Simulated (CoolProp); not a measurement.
Vapour-liquid equilibrium of CHF3 (R23) (1) + propylene (2) at -99.05 °C; x and y are mole fractions of (1).

Model: multi-fluid Helmholtz-energy mixture model, Penoncello 2003 and Lemmon 2013; pair parameters Bell 2016, in CoolProp.

```json
[
 {"x": "0.05", "bubble pressure (MPa)": "?", "y at the bubble point": "0.659", "dew pressure at overall composition x (MPa)": "0.004565", "liquid density (mol/L)": "16.12"},
 {"x": "0.15", "bubble pressure (MPa)": "0.02273", "y at the bubble point": "0.830", "dew pressure at overall composition x (MPa)": "0.005090", "liquid density (mol/L)": "16.52"},
 {"x": "0.25", "bubble pressure (MPa)": "0.02836", "y at the bubble point": "0.872", "dew pressure at overall composition x (MPa)": "0.005751", "liquid density (mol/L)": "16.94"},
 {"x": "0.35", "bubble pressure (MPa)": "0.03100", "y at the bubble point": "0.887", "dew pressure at overall composition x (MPa)": "0.006609", "liquid density (mol/L)": "?"},
 {"x": "0.45", "bubble pressure (MPa)": "0.03201", "y at the bubble point": "0.894", "dew pressure at overall composition x (MPa)": "0.007766", "liquid density (mol/L)": "17.87"},
 {"x": "0.55", "bubble pressure (MPa)": "0.03229", "y at the bubble point": "0.896", "dew pressure at overall composition x (MPa)": "0.009409", "liquid density (mol/L)": "18.39"},
 {"x": "0.65", "bubble pressure (MPa)": "0.03240", "y at the bubble point": "0.897", "dew pressure at overall composition x (MPa)": "?", "liquid density (mol/L)": "18.97"},
 {"x": "0.75", "bubble pressure (MPa)": "0.03267", "y at the bubble point": "0.901", "dew pressure at overall composition x (MPa)": "0.01625", "liquid density (mol/L)": "19.61"},
 {"x": "0.85", "bubble pressure (MPa)": "0.03323", "y at the bubble point": "0.915", "dew pressure at overall composition x (MPa)": "0.02517", "liquid density (mol/L)": "20.32"},
 {"x": "0.95", "bubble pressure (MPa)": "0.03381", "y at the bubble point": "0.956", "dew pressure at overall composition x (MPa)": "0.03378", "liquid density (mol/L)": "21.12"}
]
```

### Question
Fill in the missing entries.

### Answer

- 0.05, bubble pressure (MPa): 0.01221
- 0.35, liquid density (mol/L): 17.38
- 0.65, dew pressure at overall composition x (MPa): 0.01193

No azeotrope shows between x = 0.05 and 0.95.

Pair parameters are fitted to limited data, so mixtures are less certain than the pure fluids. With so large a gap from Raoult's law the liquid may split in two, which this calculation doesn't test in full.
